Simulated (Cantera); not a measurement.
Input: 1 mol Al, 0.31 mol O2, 10 mol H2, 2.7 mol NH3, held at 700 K and 0.240 bar.

These are equilibrium values from Cantera (NASA tables, ideal gas, pure condensed phases), not measurements of a reactor. Candidate condensed phases: Al, AlN, Al2O3, H2O; 35 gas species. The numbers say what is thermodynamically allowed, not how fast it happens.

Base state: H2 0.930, N2 0.0697, NH3 0.000532 (mole fractions); condensed: AlN(s) + Al2O3(s).

**Question.** What changes in the equilibrium state with this change: O2 from 0.31 to 4.5 mol?

**Answer.** 
| species | before | after |
|---|---|---|
| H2O | <1e-9 | 0.487 |
| H2 | 0.930 | 0.425 |
| N2 | 0.0697 | 0.0876 |
| NH3 | 0.000532 | 0.000184 |
| AlN(s), mol | 0.587 | 0 |
| Al2O3(s), mol | 0.207 | 0.500 |
